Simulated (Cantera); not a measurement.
What does this Cantera script print?

```python
import numpy as np
import cantera as ct

gas_names = """
    H HO2 H2 H2O H2O2 O OH O2 O3 V VO VO2
""".split()
cond_names = """
    H2O(s) H2O(L) V(cr) V(L) VO(s) VO(L) V2O3(s) V2O3(L) V2O4(I) V2O4(II) V2O4(L) V2O5(s) V2O5(L)
""".split()


def load(file, names, dense=False):
    # The tables refer to 1 bar. Condensed volumes are neglected.
    table = {s.name: s for s in ct.Species.list_from_file(file)}
    out = []
    for n in names:
        d = dict(table[n].input_data)
        d["thermo"] = dict(d["thermo"], **{"reference-pressure": 1e5})
        if dense:
            d["equation-of-state"] = {"model": "constant-volume", "density": "1e6 g/cm^3"}
        out.append(ct.Species.from_dict(d))
    return out


gas = ct.Solution(thermo="ideal-gas", species=load("nasa_gas.yaml", gas_names))
cond = {s.name: ct.Solution(thermo="fixed-stoichiometry", species=[s], name=s.name)
        for s in load("nasa_condensed.yaml", cond_names, dense=True)}
atoms = {
    'V2O5': {'V': 2, 'O': 5},
    'H2': {'H': 2},
}
top_T = {}  # K; cautious upper limits of use, not melting points


def equilibrate(T, P, feed):
    n = {}
    for name, mol in feed.items():
        for a, k in atoms[name].items():
            n[a] = n.get(a, 0.0) + k * mol
    gas.TPX = T, P, n
    mass = sum(n.values()) * gas.mean_molecular_weight
    gas.equilibrate("TP")
    valid = [c for c in cond.values() if c.min_temp <= T <= top_T.get(c.name, c.max_temp)]
    mix = ct.Mixture([(gas, mass / gas.mean_molecular_weight)] + [(c, 0.0) for c in valid])
    mix.T, mix.P = T, P
    mix.equilibrate("TP", solver="vcs", rtol=1e-11, max_steps=5000)
    return mix


results = []
feed = {'V2O5': 1, 'H2': 29}  # mol
P = 101325  # Pa
for T in [2050, 2075, 2100, 2125, 2150, 2175, 2200]:
    mix = equilibrate(T, P, feed)
    results.append((T, P, feed, dict(zip(mix.species_names, mix.species_moles))))

top = {s: max(r[3][s] / sum(r[3][g] for g in gas_names) for r in results) for s in gas_names}
cols = sorted((s for s in top if top[s] > 0.0001), key=lambda s: -top[s])[:5]
seen = [c for c in cond_names if any(r[3].get(c, 0) > 1e-12 for r in results)]
print("log10 of partial pressures in bar; condensed amounts in mol")
print(f"{'T/K':>10s}" + "".join(f"{s[:9]:>10s}" for s in cols + seen))
for T, P, feed, n in results:
    ng = sum(n[g] for g in gas_names)
    print(f"{T:10.4g}" + "".join(f"{np.log10(max(n[s] / ng * P / 1e5, 1e-99)):10.3f}" for s in cols)
          + "".join(f"{n.get(c, 0):10.4g}" for c in seen))
```

Result:

```
log10 of partial pressures in bar; condensed amounts in mol
       T/K        H2       H2O         H       VO2     VO(L)   V2O3(s)
      2050    -0.026    -1.156    -2.657    -4.386         0    0.9994
      2075    -0.026    -1.157    -2.588    -4.246         0    0.9991
      2100    -0.027    -1.157    -2.520    -4.109         0    0.9988
      2125    -0.027    -1.157    -2.453    -3.976         0    0.9984
      2150    -0.027    -1.157    -2.389    -3.846         0    0.9978
      2175    -0.027    -1.158    -2.325    -3.719         0     0.997
      2200    -0.029    -1.148    -2.264    -3.590   0.09488    0.9485
```

Method: chemical equilibrium by Gibbs-energy minimisation in Cantera with the NASA 1993 tables (ideal gas, pure condensed phases). Mutual solubility and eutectic melting of coexisting phases are not modelled. VO: taken at fixed stoichiometry. Condensed phases not in the tables: the oxides between V2O3 and V2O5 other than VO2.
